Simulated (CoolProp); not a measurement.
Vapour-liquid equilibrium of CH2F2 (R32) (1) + R236FA (2) at 0.88 MPa; x and y are mole fractions of (1).

Computed with CoolProp (multi-fluid Helmholtz-energy mixture model, Tillner-Roth 1997 and Pan 2012; pair parameters Bell 2016).

Q: Give the bubble temperature and the first vapour's composition at x = 0.05, 0.275, 0.35. Is there an azeotrope?

A: x = 0.05: 333.3 K, y = 0.145; x = 0.275: 311.9 K, y = 0.601; x = 0.35: 306.0 K, y = 0.693. No azeotrope shows between x = 0.05 and 0.95.

Pair parameters are fitted to limited data, so mixtures are less certain than the pure fluids.
